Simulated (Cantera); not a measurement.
Low-pressure radical oxidation in H2/O2

An isothermal, constant-pressure homogeneous reactor starts with 4.98 % H2, 45.2 % O2, 49.8 % N2, equivalence ratio 0.055, at 1400 K and 3.15 Torr.

Computed with Cantera and GRI-Mech 3.0 (53 species, 325 reactions). Radical loss at walls, strong at low pressure, is not modelled. The temperature is held fixed by assumption; the heat of reaction is taken as removed at once.

```
t (s)         x H2   x O2    x HO2      x H    x H2O2     x N2O     x NO2
--------  --------  -----  -------  -------  --------  --------  --------
9.00e-6     0.0498  0.452  1.49e-9  1.45e-9    <1e-12    <1e-12    <1e-12
6.84e-5     0.0498  0.452  1.13e-8  9.34e-9  2.23e-12    <1e-12    <1e-12
0.000520    0.0498  0.452  8.60e-8  8.33e-8  1.23e-10    <1e-12    <1e-12
0.00395     0.0422  0.447  3.53e-7  0.00220   5.52e-9  1.18e-11    <1e-12
0.0300     0.00145  0.414  4.02e-7  0.00926   1.43e-8   1.76e-9    <1e-12
0.228      0.00124  0.418  3.92e-7  0.00710   1.41e-8   1.91e-9  4.68e-12
1.73      0.000427  0.432  2.82e-7  0.00129   1.08e-8   2.94e-9  2.63e-11
13.2       1.87e-5  0.438  4.47e-8  1.13e-5   2.28e-9   5.86e-9  1.67e-10
100        9.08e-7  0.438  2.38e-8  1.21e-7  3.17e-10   3.66e-9   1.11e-9
```
x: mole fraction; the columns are a selection and need not sum to one.

Equilibrium at this temperature and pressure: H2 5.41e-7, O2 0.438, HO2 2.85e-8, H 5.56e-8, H2O2 2.45e-10, N2O 2.80e-9, NO2 5.86e-7 (gas phase only).
